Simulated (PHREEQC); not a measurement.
Make-up at 25 °C: 26 mmol/kgw CdCl2, 11 mmol/kgw MgSO4, 16 mmol/kgw H2SO4 and 0.26 mmol/kgw Na2SO4. Closed to the air; pH follows from the charge balance.

All values are PHREEQC results (ion-association model, phreeqc.dat), not measurements.

```csv
quantity,before,after
pH,1.73,1.77
ionic strength (mol/kgw),0.0967,0.119
SO4-2 (mol/kgw),0.0105,0.0145
Mg+2 (mol/kgw),0.00802,0.0152
MgSO4 (mol/kgw),0.00298,0.00685
```

Question: What was changed between the two runs?
A) Na2SO4 from 0.00026 to 0.00052 mol/kgw
B) diluted 10-fold with water
C) CdCl2 left out
D) Na2SO4 from 0.00026 to 0.00013 mol/kgw
E) MgSO4 from 0.011 to 0.022 mol/kgw

Answer: E, MgSO4 from 0.011 to 0.022 mol/kgw

This is a speciation only: nothing precipitates in the calculation.
